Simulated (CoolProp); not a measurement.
Vapour-liquid equilibrium of R1234ze(E) (1) + R227EA (2) at 17.4 kPa; x and y are mole fractions of (1).

The numbers come from the multi-fluid Helmholtz-energy mixture model, Thol 2016 and Lemmon 2016; pair parameters Bell 2023 in CoolProp.

Q: Give the bubble temperature and the first vapour's composition at x = 0.05, 0.275, 0.875. Is there an azeotrope?

A: x = 0.05: -50.8 °C, y = 0.061; x = 0.275: -51.6 °C, y = 0.314; x = 0.875: -52.9 °C, y = 0.883. No azeotrope shows between x = 0.05 and 0.95.

The pair parameters rest on a limited set of measurements; away from them the model extrapolates.
